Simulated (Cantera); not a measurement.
# Si₃N₄ + H₂ (sublimation and decomposition of ceramics)

Charge: 1 mol Si₃N₄, 0.81 mol H₂, equilibrated at 2548.15 K and 0.00430 bar.

Cantera equilibrium calculation (NASA polynomials, part measured and part estimated; ideal gas, pure solids and liquids). Candidate condensed phases: Si, Si₃N₄; 18 gas species. The tables' values for SiN are old estimates; treat these amounts as uncertain. Gases not in the tables: Si₂H₆ and higher silanes. The numbers say what is thermodynamically allowed, not how fast it happens.

```
Property                             Result
--------------------------------  ---------
x(Si)                                 0.475
x(N₂)                                 0.324
x(H)                                  0.124
x(H₂)                                0.0688
x(Si₂)                              0.00410
x(SiH)                              0.00201
x(SiN)                              0.00166
x(Si₂N)                            0.000431
x(Si₃)                             0.000210
gas amount                        6.147 mol
log10 activity of Si(l) (absent)      -0.52
```
